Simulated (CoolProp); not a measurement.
Properties of chlorine along the isotherm 424.7 K (Tc = 416.9 K, pc = 7.642 MPa, ω = 0.070).

Model: reference Helmholtz-energy equation of state, Thol 2021, in CoolProp.

```
p (MPa)          phase  density (kg/m³)  cp (kJ/(kg K))  isothermal compressibility (1/MPa)  expansivity (1/kK)  fugacity coefficient
-------  -------------  ---------------  --------------  ----------------------------------  ------------------  --------------------
1.43               gas            30.50          0.5556                              0.7447               2.856                0.9443
2.86               gas            65.49          0.6338                              0.4042               3.593                0.8894
4.29               gas            107.2          0.7574                              0.3026               4.797                0.8347
5.71               gas            160.4          0.9892                              0.2731               7.136                0.7800
7.14               gas            241.3           1.658                              0.3186               14.13                0.7231
8.57     supercritical            597.9           13.54                               1.276               152.1                0.6584
10       supercritical            849.1           2.042                             0.06501               13.91                0.5856
11.4     supercritical            905.4           1.578                             0.03368               8.693                0.5304
12.9     supercritical            943.3           1.388                             0.02265               6.649                0.4842
14.3     supercritical            969.9           1.289                             0.01752               5.622                0.4498
15.7     supercritical            991.7           1.223                             0.01436               4.953                0.4216
17.1     supercritical             1010           1.175                             0.01222               4.475                0.3981
18.6     supercritical             1028           1.136                             0.01056               4.090                0.3770
20       supercritical             1042           1.107                            0.009396               3.808                0.3603
```

The peak of cp marks the crossing from liquid-like to gas-like fluid above the critical point.
